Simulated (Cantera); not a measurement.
Cantera run:

```python
import numpy as np
import cantera as ct

gas_names = """
    CL CL2 H HCL H2 N NH NH2 NH3 N2 N2H2 N2H4 Si SiCL SiCL2 SiCL3 SiCL4 SiH SiHCL3 SiH2 SiH2CL2 SiH3
    SiH3CL SiH4 SiN Si2 Si2N Si3
""".split()
cond_names = """
    NH4CL(a) NH4CL(b) Si(cr) Si(L) Si3N4(a)
""".split()


def load(file, names, dense=False):
    # The tables refer to 1 bar. Condensed volumes are neglected.
    table = {s.name: s for s in ct.Species.list_from_file(file)}
    out = []
    for n in names:
        d = dict(table[n].input_data)
        d["thermo"] = dict(d["thermo"], **{"reference-pressure": 1e5})
        if dense:
            d["equation-of-state"] = {"model": "constant-volume", "density": "1e6 g/cm^3"}
        out.append(ct.Species.from_dict(d))
    return out


gas = ct.Solution(thermo="ideal-gas", species=load("nasa_gas.yaml", gas_names))
cond = {s.name: ct.Solution(thermo="fixed-stoichiometry", species=[s], name=s.name)
        for s in load("nasa_condensed.yaml", cond_names, dense=True)}
atoms = {
    'Si2Cl6': {'Si': 2, 'CL': 6},
    'NH3': {'N': 1, 'H': 3},
    'H2': {'H': 2},
}
top_T = {'Si3N4(a)': 2400}  # K; cautious upper limits of use, not melting points


def equilibrate(T, P, feed):
    n = {}
    for name, mol in feed.items():
        for a, k in atoms[name].items():
            n[a] = n.get(a, 0.0) + k * mol
    gas.TPX = T, P, n
    mass = sum(n.values()) * gas.mean_molecular_weight
    gas.equilibrate("TP")
    valid = [c for c in cond.values() if c.min_temp <= T <= top_T.get(c.name, c.max_temp)]
    mix = ct.Mixture([(gas, mass / gas.mean_molecular_weight)] + [(c, 0.0) for c in valid])
    mix.T, mix.P = T, P
    mix.equilibrate("TP", solver="vcs", rtol=1e-11, max_steps=5000)
    return mix


results = []
T = 1623  # K
P = 10000  # Pa
for m in [0.56, 1, 1.9, 3.5, 6.6, 12, 23, 42, 78]:
    feed = {'Si2Cl6': 1, 'NH3': 4.4, 'H2': m}  # mol
    mix = equilibrate(T, P, feed)
    results.append((T, P, feed, dict(zip(mix.species_names, mix.species_moles))))

top = {s: max(r[3][s] / sum(r[3][g] for g in gas_names) for r in results) for s in gas_names}
cols = sorted((s for s in top if top[s] > 1e-06), key=lambda s: -top[s])[:6]
seen = [c for c in cond_names if any(r[3].get(c, 0) > 1e-12 for r in results)]
print("log10 of partial pressures in bar; condensed amounts in mol")
print(f"{'n(H2)':>10s}" + "".join(f"{s[:9]:>10s}" for s in cols + seen))
for T, P, feed, n in results:
    ng = sum(n[g] for g in gas_names)
    print(f"{feed['H2']:10.4g}" + "".join(f"{np.log10(max(n[s] / ng * P / 1e5, 1e-99)):10.3f}" for s in cols)
          + "".join(f"{n.get(c, 0):10.4g}" for c in seen))
```

It prints:

```
log10 of partial pressures in bar; condensed amounts in mol
     n(H2)        H2       HCL        N2     SiCL2     SiCL3     SiCL4  Si3N4(a)
      0.56    -1.335    -1.510    -1.866    -2.135    -2.898    -3.293    0.3099
         1    -1.319    -1.519    -1.885    -2.155    -2.935    -3.347    0.3169
       1.9    -1.290    -1.538    -1.924    -2.195    -3.007    -3.452    0.3297
       3.5    -1.251    -1.570    -1.985    -2.259    -3.124    -3.621    0.3486
       6.6    -1.198    -1.631    -2.084    -2.366    -3.318    -3.902    0.3756
        12    -1.145    -1.723    -2.218    -2.514    -3.584    -4.286    0.4059
        23    -1.094    -1.868    -2.410    -2.729    -3.970    -4.844    0.4401
        42    -1.058    -2.043    -2.622    -2.971    -4.405    -5.471    0.4696
        78    -1.034    -2.253    -2.867    -3.252    -4.908    -6.196    0.4963
```

Method: chemical equilibrium by Gibbs-energy minimisation in Cantera with the NASA 1993 tables (ideal gas, pure condensed phases). The feed counts by its element totals alone. The tables' values for SiCl3 are old estimates; treat these amounts as uncertain.
